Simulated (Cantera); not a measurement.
Input: 1 mol Nb2O5, 79 mol H2, 0.086 mol H2O, equilibrated at 0.450 Torr.

These are equilibrium values from Cantera (NASA tables, ideal gas, pure condensed phases), not measurements of a reactor. Candidate condensed phases: H2O, Nb, NbO, NbO2, Nb2O5; 12 gas species. Mutual solubility and eutectic melting of coexisting phases are not modelled. Condensed phases not in the tables: the oxides between NbO2 and Nb2O5. The numbers say what is thermodynamically allowed, not how fast it happens.

x: gas mole fraction; n: condensed amount in mol.

```
T (K)   x H2    x H2O       x H  n Nb2O5(s)  n NbO2(s)
-----  -----  -------  --------  ----------  ---------
825    0.999  0.00109  3.24e-10        1.00          0
850    0.999  0.00142  8.36e-10       0.974     0.0526
875    0.998        ?         ?       0.941          ?
900    0.998  0.00232   4.77e-9       0.902      0.196
925    0.997        ?         ?       0.855          ?
950    0.996  0.00362   2.27e-8       0.800      0.400
975    0.996  0.00444   4.66e-8       0.735      0.530
1000   0.995  0.00539   9.24e-8       0.659      0.681
1025   0.994  0.00650   1.77e-7       0.572      0.856
1050   0.992  0.00776   3.30e-7       0.472       1.06
1075   0.991  0.00920   5.96e-7       0.358       1.28
1100   0.989   0.0109   1.05e-6       0.223       1.55
1125   0.987   0.0130   1.80e-6      0.0597       1.88
1150   0.986   0.0137   3.02e-6           0       2.00
```

Problem. Some entries are withheld; supply them.

Solution. 
- 875, x H2O: 0.00183
- 875, x H: 2.05e-9
- 875, n NbO2(s): 0.117
- 925, x H2O: 0.00292
- 925, x H: 1.06e-8
- 925, n NbO2(s): 0.289
